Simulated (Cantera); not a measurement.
An adiabatic, constant-volume homogeneous reactor starts with 45.7 % H2, 11.4 % O2, 42.9 % N2, at 1148 K and 3.85 atm.

Cantera simulation using GRI-Mech 3.0 (53 species, 325 reactions); the numbers are that mechanism's predictions, not measurements. The hydrogen kinetics of GRI-Mech 3.0 are dated; newer H2 mechanisms differ, most at raised pressure.

One state of this run: T (K) = 2938; P (bar) = 8.98; x H2 = 0.248; x O2 = 0.000145; x OH = 0.00679; x O = 0.000368; x HO2 = 4.35e-7; x H = 0.0217. x: mole fraction; the columns are a selection and need not sum to one.

**Question.** Which value of t (s) does it belong to?
A) 1.37e-5
B) 3.27e-5
C) 1.00e-6
D) 0.00256

**Answer.** D, 0.00256
